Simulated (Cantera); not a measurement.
Input: 1 mol FeS₂, 0.81 mol SO₂, 7.4 mol N₂, equilibrated at 1598.15 K and 1 atm.

Method: chemical equilibrium by Gibbs-energy minimisation in Cantera with the NASA 1993 tables (ideal gas, pure condensed phases). Candidate condensed phases: Fe, FeO, FeS, FeSO₄, FeS₂, Fe₂O₃, Fe₂(SO₄)₃, Fe₃O₄, S; 19 gas species. FeS: taken at fixed stoichiometry. The numbers say what is thermodynamically allowed, not how fast it happens.

Base state: N₂ 0.849, SO₂ 0.0910, S₂ 0.0555, SO 0.00228, S₂O 0.00170, S 2.78e-5 (mole fractions); condensed: FeS(l).

### Question
What changes in the equilibrium state with this change: temperature from 1598.15 K to 775 K?

### Answer
```tsv
species	before	after
N₂	0.849	0.901
SO₂	0.0910	0.0985
S₂	0.0555	0.000251
SO	0.00228	3.71e-8
S	2.78e-5	<1e-9
S₂O	0.00170	4.19e-5
FeS(l), mol	1.00	0
FeS₂(s), mol	0	0.998
Fe₃O₄(s), mol	0	0.000579
```
Gases not in the tables: S₃ to S₇.
